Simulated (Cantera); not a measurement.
**Formation from one mole of Cl₂**

Source: NASA polynomial tables (part measured, part estimated), evaluated in Cantera. Values are per mole of reaction as written; species without (g) are pure solids or liquids, kept so even where they would boil at 1 bar.

0.6667 Ti + Cl₂(g) ⇌ 0.6667 TiCl₃(g)

| T (K) | ΔH° (kJ) | ΔS° (J/K) | ΔG° (kJ) | log10 K | condensed phases |
|---|---|---|---|---|---|
| 625 | -359.7 | -32.7 | -339.2 | 28.35 | Ti(α) |
| 775 | -359.7 | -32.8 | -334.3 | 22.53 | Ti(α) |
| 925 | -359.9 | -33.0 | -329.4 | 18.60 | Ti(α) |
| 1075 | -360.3 | -33.4 | -324.4 | 15.76 | Ti(α) |
| 1225 | -363.4 | -36.1 | -319.2 | 13.61 | Ti(β) |

Ca + Cl₂(g) ⇌ CaCl₂

```json
[
 {"T (K)": "625", "ΔH° (kJ)": "-791.7", "ΔS° (J/K)": "-151.6", "ΔG° (kJ)": "-697.0", "log10 K": "58.25", "condensed phases": "Ca(s), CaCl₂(s)"},
 {"T (K)": "775", "ΔH° (kJ)": "-790.9", "ΔS° (J/K)": "-150.5", "ΔG° (kJ)": "-674.3", "log10 K": "45.45", "condensed phases": "Ca(s), CaCl₂(s)"},
 {"T (K)": "925", "ΔH° (kJ)": "-788.8", "ΔS° (J/K)": "-148.0", "ΔG° (kJ)": "-651.9", "log10 K": "36.81", "condensed phases": "Ca(s), CaCl₂(s)"},
 {"T (K)": "1075", "ΔH° (kJ)": "-757.4", "ΔS° (J/K)": "-117.9", "ΔG° (kJ)": "-630.7", "log10 K": "30.65", "condensed phases": "Ca(s), CaCl₂(l)"},
 {"T (K)": "1225", "ΔH° (kJ)": "-761.8", "ΔS° (J/K)": "-121.9", "ΔG° (kJ)": "-612.5", "log10 K": "26.12", "condensed phases": "Ca(l), CaCl₂(l)"}
]
```

Pb + Cl₂(g) ⇌ PbCl₂(g)

```tsv
T (K)	ΔH° (kJ)	ΔS° (J/K)	ΔG° (kJ)	log10 K
625	-181.3	16.0	-191.3	15.99
775	-182.7	14.0	-193.5	13.04
925	-184.1	12.3	-195.5	11.04
1075	-185.4	11.0	-197.3	9.58
1225	-186.7	9.9	-198.8	8.48
```

0.6667 Al + Cl₂(g) ⇌ 0.6667 AlCl₃(g)

| T (K) | ΔH° (kJ) | ΔS° (J/K) | ΔG° (kJ) | log10 K | condensed phases |
|---|---|---|---|---|---|
| 625 | -390.4 | -33.7 | -369.3 | 30.86 | Al(s) |
| 775 | -390.8 | -34.3 | -364.2 | 24.55 | Al(s) |
| 925 | -391.4 | -35.1 | -359.0 | 20.27 | Al(s) |
| 1075 | -399.2 | -43.3 | -352.6 | 17.13 | Al(l) |
| 1225 | -399.8 | -43.8 | -346.1 | 14.76 | Al(l) |
